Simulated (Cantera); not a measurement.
What does this Cantera script print?

```python
import numpy as np
import cantera as ct

gas_names = [...]  # 96 gases of nasa_gas.yaml made of C, Cl, H, Ti
cond_names = """
    C(gr) C6H6(L) C7H8(L) C8H18(L),n-octa Ti(a) Ti(b) Ti(L) TiC(s) TiC(L) TiCL2(s) TiCL3(s) TiCL4(L)
""".split()


# ... load() reads the species with a 1 bar reference pressure and builds the phases ...
atoms = {
    'TiCl4': {'Ti': 1, 'CL': 4},
    'C3H8': {'C': 3, 'H': 8},
}
top_T = {'C(gr)': 4500, 'TiCL2(s)': 1300, 'TiCL3(s)': 1000}  # K; cautious upper limits of use, not melting points


# ... equilibrate(T, P, feed) seeds the gas with the atoms and calls Mixture.equilibrate('TP', solver="gibbs", rtol=1e-10, max_steps=50000) ...
results = []
feed = {'TiCl4': 1, 'C3H8': 0.33}  # mol
P = 13332.2  # Pa
for T in [1250, 1325, 1400, 1475, 1550, 1625, 1700, 1775, 1850]:
    mix = equilibrate(T, P, feed)
    results.append((T, P, feed, dict(zip(mix.species_names, mix.species_moles))))

top = {s: max(r[3][s] / sum(r[3][g] for g in gas_names) for r in results) for s in gas_names}
cols = sorted((s for s in top if top[s] > 1e-06), key=lambda s: -top[s])[:6]
seen = [c for c in cond_names if any(r[3].get(c, 0) > 1e-12 for r in results)]
print("log10 of partial pressures in bar; condensed amounts in mol")
print(f"{'T/K':>10s}" + "".join(f"{s[:9]:>10s}" for s in cols + seen))
for T, P, feed, n in results:
    ng = sum(n[g] for g in gas_names)
    print(f"{T:10.4g}" + "".join(f"{np.log10(max(n[s] / ng * P / 1e5, 1e-99)):10.3f}" for s in cols)
          + "".join(f"{n.get(c, 0):10.4g}" for c in seen))
```

Output:

```
log10 of partial pressures in bar; condensed amounts in mol
       T/K       HCL        H2     TiCL4     TiCL3     TiCL2        CL     C(gr)    TiC(s)
      1250    -1.374    -1.323    -1.448    -2.104    -6.010    -7.096    0.8244    0.1651
      1325    -1.300    -1.375    -1.516    -1.974    -5.499    -6.476     0.796    0.1938
      1400    -1.243    -1.430    -1.594    -1.872    -5.052    -5.925    0.7705    0.2194
      1475    -1.198    -1.484    -1.680    -1.792    -4.660    -5.434    0.7485    0.2415
      1550    -1.163    -1.537    -1.772    -1.731    -4.313    -4.994    0.7296    0.2603
      1625    -1.136    -1.587    -1.869    -1.686    -4.006    -4.598    0.7135    0.2765
      1700    -1.115    -1.633    -1.968    -1.653    -3.732    -4.239    0.6995    0.2904
      1775    -1.098    -1.676    -2.069    -1.631    -3.487    -3.913    0.6873    0.3025
      1850    -1.084    -1.716    -2.169    -1.617    -3.266    -3.614    0.6766    0.3132
```

These are equilibrium values from Cantera (NASA tables, ideal gas, pure condensed phases), not measurements of a reactor. The tables' values for TiCl2 are old estimates; treat these amounts as uncertain. TiC: taken at fixed stoichiometry.
